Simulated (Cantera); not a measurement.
Thermodynamics of hydrogen reduction and annealing atmospheres, feed Cu2O + H2 + N2

Feed: 1 mol Cu2O, 430 mol H2, 2.6 mol N2.

Cantera equilibrium calculation (NASA polynomials, part measured and part estimated; ideal gas, pure solids and liquids). Candidate condensed phases: Cu, CuO, Cu(OH)2, Cu2O, H2O; 27 gas species. Kinetics and transport are ignored.

Stable condensed phases:

```
T in K \ P in Pa
              10      42     180     750    3200   13000   56000  240000 1000000
   2048        A       A       A       A       A       A       A       B       B
   1948        A       A       A       A       A       A       A       B       B
   1848        A       A       A       A       A       A       B       B       B
   1748        A       A       A       A       A       B       B       B       B
   1648        A       A       A       A       B       B       B       B       B
   1548        A       A       A       B       B       B       B       B       B
   1448        A       A       B       B       B       B       B       B       B
   1348        A       B       B       B       B       B       B       B       B
   1248        B       B       B       B       B       B       B       B       B
```

A: gas only; B: Cu.
